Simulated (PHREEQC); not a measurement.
H3PO4 is added in steps, without added water, to 1 kg of water holding 55 mmol/kgw AgNO3, 68 mmol/kgw NaCl and 48 mmol/kgw Na2SO4, at 25 °C. O2 is buffered at 0.21 atm. The system is closed to CO2. Nothing may precipitate in this run.

Base run: PHREEQC, ion-association model, wateq4f.dat. Each further column changes one thing. The table gives HSO4- (mol/kgw).

```
H3PO4 added (mol)     base  diluted 5-fold with water  Na2SO4 from 0.048 to 0.096 mol/kgw  AgNO3 left out  solids may form
-----------------  -------  -------------------------  ----------------------------------  --------------  ---------------
0                  1.22e-7                    4.51e-8                             1.77e-7         1.09e-7          1.09e-7
0.042               0.0104                    0.00353                              0.0151          0.0106           0.0106
0.077               0.0142                    0.00439                              0.0217          0.0145           0.0145
0.119               0.0173                    0.00500                              0.0273          0.0176           0.0176
0.161               0.0195                    0.00539                              0.0315          0.0198           0.0198
0.203               0.0212                    0.00569                              0.0349          0.0216           0.0216
0.238               0.0224                    0.00588                              0.0372          0.0228           0.0228
0.28                0.0236                    0.00607                              0.0397          0.0240           0.0240
```

In at least one series the solution becomes supersaturated in solids that the run did not let form, among them Cerargyrite. H3PO4, which wateq4f.dat lacks, is added to it with the constant of phreeqc.dat. The database has no phosphate complexes of Ag. Solids allowed in the column 'solids may form': Cerargyrite, Ag2O, Ag3PO4, Ag2SO4, Halite, Mirabilite.
